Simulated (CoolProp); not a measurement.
The numbers come from the reference Helmholtz-energy equation of state, Lemmon 2006 in CoolProp. It is a short technical equation, of lower accuracy than the large ones.

**Question.** For carbon monoxide, give the phase and the cp (kJ/(kg K)), cv (kJ/(kg K)), isothermal compressibility (1/MPa), fugacity coefficient at 147.5 K and 770 kPa; 147.5 K and 2440 kPa; 147.5 K and 5250 kPa.

**Answer.** 
- 147.5 K and 770 kPa: gas; cp 1.13, cv 0.760, isothermal compressibility 1.38, fugacity coefficient 0.947
- 147.5 K and 2440 kPa: gas; cp 1.49, cv 0.809, isothermal compressibility 0.519, fugacity coefficient 0.835
- 147.5 K and 5250 kPa: supercritical; cp 4.58, cv 0.980, isothermal compressibility 0.417, fugacity coefficient 0.657
